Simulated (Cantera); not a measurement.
A perfectly stirred reactor is fed with C₂H₆ : N₂ = 1 : 61 (molar parts), at 25.5 Torr; it is held at 2000 K, and followed from long to short residence time.

Model: GRI-Mech 3.0 (53 species, 325 reactions), integrated in Cantera. GRI-Mech 3.0 stops at C3 and has no aromatics, soot or wall deposition, so with more carbon than oxygen in the feed, carbon stays in small species such as C2H2 where larger ones or solid carbon would form. Radical loss at walls, strong at low pressure, is not modelled.

One state of this run: x C₂H₆ = 0.00188; x C₂H₄ = 0.00354; x CH₂ = 0.000117; x C₂H₂ = 0.00460; x HCN = 3.79e-5; x CH₃ = 0.00878; x H = 0.00147. x: mole fraction; the columns are a selection and need not sum to one.

Question: Which value of τ (s) does it belong to?
(A) 0.00025
(B) 0.56
(C) 0.081
(D) 0.031

Answer: A, 0.00025
